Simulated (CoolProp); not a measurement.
A single-stage vapour-compression cycle with R13: evaporating at 198.15 K (dew point), condensing at 257.15 K (bubble point), superheat 2 K, subcooling 0 K, compressor efficiency 0.75, no pressure losses. Each further row changes one setting.

The numbers come from the reference Helmholtz-energy equation of state, Platzer 1990 in CoolProp. This equation is an older, rougher fit; its heat capacities, sound speeds and derivatives of the liquid may be far off and weren't checked against measurements.

| case | cooling COP | pressure ratio | discharge temperature (K) | refrigerating effect (kJ/kg) | volumetric capacity (kJ/m³) |
|---|---|---|---|---|---|
| as stated | (withheld) | 9.10 | 300.8 | 89.2 | 831 |
| evaporating temperature 203.15 K | 2.02 | (withheld) | 295.7 | 91.1 | 1060 |
| condensing temperature 252.15 K | (withheld) | 7.87 | 293.6 | 94.6 | 882 |
| subcooling 5 K | (withheld) | 9.10 | 300.8 | 94.6 | 882 |
| superheat 12 K | (withheld) | 9.10 | (withheld) | 94.6 | 833 |
| compressor efficiency 0.65 | (withheld) | 9.10 | (withheld) | 89.2 | 831 |

Task: What belongs in the gaps?

Result: 
- as stated, cooling COP: 1.75
- evaporating temperature 203.15 K, pressure ratio: 7.14
- condensing temperature 252.15 K, cooling COP: 2.01
- subcooling 5 K, cooling COP: 1.86
- superheat 12 K, cooling COP: 1.76
- superheat 12 K, discharge temperature (K): 312.4
- compressor efficiency 0.65, cooling COP: 1.52
- compressor efficiency 0.65, discharge temperature (K): 311.5
